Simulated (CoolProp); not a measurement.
Dimethyl ether at 293.15 K and 5.48 MPa is throttled through a valve to 2.02 MPa with no heat exchange. Each further row changes one setting.

Computed with CoolProp (reference Helmholtz-energy equation of state, Wu 2011).

| case | temperature change (K) | final density (kg/m³) |
|---|---|---|
| as stated | +0.7 | ___ |
| outlet pressure 0.606 MPa | +1.0 | ___ |
| outlet pressure 2.63 MPa | ___ | ___ |

Question: Fill in the missing entries.

Answer: 
- as stated, final density (kg/m³): 671
- outlet pressure 0.606 MPa, final density (kg/m³): 668
- outlet pressure 2.63 MPa, temperature change (K): +0.6
- outlet pressure 2.63 MPa, final density (kg/m³): 673
